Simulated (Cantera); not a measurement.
**Pyrogenic steam for wet oxidation**

A perfectly stirred reactor is fed with H2 : O2 : N2 : H2O = 1.1 : 1 : 0.65 : 0.02 (molar parts), at 750 Torr; it is held at 1350 K, and followed from long to short residence time.

Model: GRI-Mech 3.0 (53 species, 325 reactions), integrated in Cantera. The temperature is held fixed by assumption; the heat of reaction is taken as removed at once.

```json
[
 {"τ (s)": "4.2", "x H2": "3.72e-5", "x O2": "0.203", "x H2O2": "1.79e-7", "x OH": "0.000143", "x O": "2.66e-6"},
 {"τ (s)": "0.73", "x H2": "0.000125", "x O2": "0.203", "x H2O2": "4.43e-7", "x OH": "0.000243", "x O": "8.46e-6"},
 {"τ (s)": "0.13", "x H2": "0.000407", "x O2": "0.203", "x H2O2": "1.05e-6", "x OH": "0.000415", "x O": "2.84e-5"},
 {"τ (s)": "0.022", "x H2": "0.00134", "x O2": "0.203", "x H2O2": "2.54e-6", "x OH": "0.000731", "x O": "0.000104"},
 {"τ (s)": "0.0038", "x H2": "0.00409", "x O2": "0.204", "x H2O2": "5.69e-6", "x OH": "0.00135", "x O": "0.000378"},
 {"τ (s)": "0.00066", "x H2": "0.0113", "x O2": "0.206", "x H2O2": "1.07e-5", "x OH": "0.00266", "x O": "0.00129"},
 {"τ (s)": "0.00011", "x H2": "0.0298", "x O2": "0.211", "x H2O2": "1.74e-5", "x OH": "0.00549", "x O": "0.00407"}
]
```
x: mole fraction; the columns are a selection and need not sum to one.
